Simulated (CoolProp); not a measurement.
Vapour pressure (MPa) of propane: the reference equation beside estimates from Tc = 96.7 °C, pc = 4.251 MPa, ω = 0.152. Clausius-Clapeyron is anchored at 4.55 °C with a constant enthalpy of vaporisation of 16.24 kJ/mol.

Values from CoolProp's reference Helmholtz-energy equation of state, Lemmon 2009.

```
T (°C)  reference  Lee-Kesler  Clausius-Clapeyron  van der Waals  Soave-Redlich-Kwong  Peng-Robinson
------  ---------  ----------  ------------------  -------------  -------------------  -------------
-2.35      0.4413      0.4425              0.4546          1.067               0.4429         0.4402
1.15       0.4913      0.4929              0.4984          1.137               0.4936         0.4902
4.55       0.5439      0.5458              0.5439          1.207               0.5469         0.5426
7.95       0.6004      0.6028              0.5922          1.280               0.6044         0.5992
11.45      0.6631      0.6658              0.6450          1.357               0.6681         0.6619
14.85      0.7285      0.7315              0.6995          1.436               0.7346         0.7274
18.25      0.7985      0.8019              0.7571          1.517               0.8058         0.7976
21.75      0.8757      0.8792              0.8198          1.604               0.8844         0.8750
25.15      0.9557      0.9595              0.8841          1.691               0.9659         0.9554
28.55       1.041       1.045              0.9518          1.781                1.053          1.041
32.05       1.134       1.138               1.025          1.877                1.148          1.135
```

Absolute difference from the reference over all 11 rows, mean and median: Lee-Kesler 0.4 and 0.4 %, Clausius-Clapeyron 4.5 and 4.0 %, van der Waals 99.7 and 97.1 %, Soave-Redlich-Kwong 0.8 and 0.8 %, Peng-Robinson 0.1 and 0.2 %.
